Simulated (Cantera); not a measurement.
## Si + HCl + H2 (chlorosilane synthesis and conversion)

Feed: 1 mol Si, 1.8 mol HCl, 0.61 mol H2, held at 923 K and 0.230 bar.

Equilibrium computed with Cantera from the NASA thermochemical tables; the gas is ideal and each condensed phase is pure. Candidate condensed phases: Si; 19 gas species. The tables' values for SiCl3 are old estimates; treat these amounts as uncertain. Kinetics and transport are ignored.

```
Item           Result
----------  ---------
x(H2)           0.746
x(SiCl4)        0.186
x(SiHCl3)      0.0570
x(HCl)        0.00867
x(SiH2Cl2)    0.00171
x(SiCl3)     0.000818
x(SiCl2)     0.000145
x(SiH3Cl)     1.27e-5
n(Si(s))    0.524 mol
gas amount  1.935 mol
```
